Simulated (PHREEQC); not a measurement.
0.12 g of hydrous ferric oxide (600 m²/g; 0.2 weak and 0.005 strong sites per Fe, Dzombak-Morel constants, diffuse double layer) in 1 kg of water with 0.005 mol/kgw of an inert sodium salt and 3.3e-05 mol/kgw ZnCl2 and 3.7e-05 mol/kgw NaF, at 25 °C; the pH is set by adding NaOH or the inert anion's acid. Oxygen is held at 0.21 atm. CO2 from the air is kept out. Nothing may precipitate in this run.

The numbers come from PHREEQC with the ion-association model, wateq4f.dat.

```
pH    Zn sorbed (%)  F sorbed (%)  surface charge σ (C/m²)  surface potential ψ (mV)
----  -------------  ------------  -----------------------  ------------------------
3               0.0          89.4                    0.269                       208
3.5             0.0          91.5                    0.215                       200
4               0.0          89.6                    0.161                       187
4.5             0.1          83.7                    0.115                       170
5               0.9          72.8                    0.080                       151
5.5             5.0          56.5                    0.054                       131
6              15.3          37.6                    0.036                       111
6.5            29.4          20.7                    0.023                        89
7              60.6           9.9                    0.015                        68
7.5            90.3           4.2                    0.009                        46
8              98.6           1.5                    0.003                        20
8.5            99.7           0.5                   -0.001                        -8
9              99.8           0.2                   -0.006                       -36
9.5            99.8           0.1                   -0.013                       -63
10             99.8           0.0                   -0.024                       -90
10.5           99.8           0.0                   -0.040                      -114
11             99.6           0.0                   -0.065                      -136
```

Complexes and solids missing from the database can't appear. The oxide is taken as insoluble; below pH 4 it would dissolve.
